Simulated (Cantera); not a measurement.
An isothermal, constant-pressure homogeneous reactor starts with C3H8 : H2 = 1 : 5.5 (molar parts), at 1650 K and 1.95 Torr. Integrator tolerance rtol = 1e-08.

Detailed kinetics in Cantera: GRI-Mech 3.0 (53 species, 325 reactions). GRI-Mech 3.0 was tuned for natural gas; its chemistry of propane as a main component is partial and can be far from experiment. GRI-Mech 3.0 stops at C3 and has no aromatics, soot or wall deposition, so with more carbon than oxygen in the feed, carbon stays in small species such as C2H2 where larger ones or solid carbon would form. Radical loss at walls, strong at low pressure, is not modelled.

| quantity | before | after |
|---|---|---|
| x(C3H8) at 2.00 s | 6.62e-10 (gas-phase equilibrium <1e-12) | 1.15e-9 (gas-phase equilibrium <1e-12) |
| x(H2) at 2.00 s | 0.809 (gas-phase equilibrium 0.840) | 0.672 (gas-phase equilibrium 0.714) |
| x(C2H) at 2.00 s | 6.29e-7 (gas-phase equilibrium 1.35e-6) | 1.25e-6 (gas-phase equilibrium 2.63e-6) |
| x(C2H6) at 2.00 s | 4.82e-6 (gas-phase equilibrium 1.66e-10) | 6.58e-6 (gas-phase equilibrium 2.16e-10) |
| x(CH4) at 2.00 s | 0.0482 (gas-phase equilibrium 0.000155) | 0.0540 (gas-phase equilibrium 0.000163) |
| x(C2H2) at 2.00 s | 0.141 (gas-phase equilibrium 0.158) | 0.272 (gas-phase equilibrium 0.284) |
| x(C2H4) at 2.00 s | 0.000277 (gas-phase equilibrium 2.49e-5) | 0.000413 (gas-phase equilibrium 3.80e-5) |

### Question
What was changed between the two runs?
A) pressure from 1.95 Torr to 1350 Torr
B) C3H8 1 to 0.72 parts
C) pressure from 1.95 Torr to 67.5 Torr
D) C3H8 1 to 4.3 parts

### Answer
D, C3H8 1 to 4.3 parts
